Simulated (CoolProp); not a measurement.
A simple Rankine cycle with n-heptane: condensing at 328.15 K, boiler at 0.253 MPa, turbine inlet 556 K, turbine efficiency 0.85, pump efficiency 0.8, no recuperator. Each further row changes one setting.

Computed with CoolProp (reference Helmholtz-energy equation of state, Span 2003). It is a short technical equation, of lower accuracy than the large ones.

```json
[
 {"case": "as stated", "thermal efficiency (%)": "10.3", "net work (kJ/kg)": "88.8", "heat in (kJ/kg)": "860", "turbine exit temperature (K)": "520.8", "volume ratio over the turbine": "10.5"},
 {"case": "turbine inlet 576 K", "thermal efficiency (%)": "10.1", "net work (kJ/kg)": "92.2", "heat in (kJ/kg)": "916", "turbine exit temperature (K)": "540.5", "volume ratio over the turbine": "10.5"},
 {"case": "condensing temperature 320.15 K", "thermal efficiency (%)": "11.4", "net work (kJ/kg)": "101", "heat in (kJ/kg)": "879", "turbine exit temperature (K)": "516.2", "volume ratio over the turbine": "14.5"},
 {"case": "boiler pressure 0.177 MPa", "thermal efficiency (%)": "8.9", "net work (kJ/kg)": "76.3", "heat in (kJ/kg)": "862", "turbine exit temperature (K)": "526.2", "volume ratio over the turbine": "7.38"},
 {"case": "turbine efficiency 0.75", "thermal efficiency (%)": "9.1", "net work (kJ/kg)": "78.3", "heat in (kJ/kg)": "860", "turbine exit temperature (K)": "524.8", "volume ratio over the turbine": "10.6"}
]
```
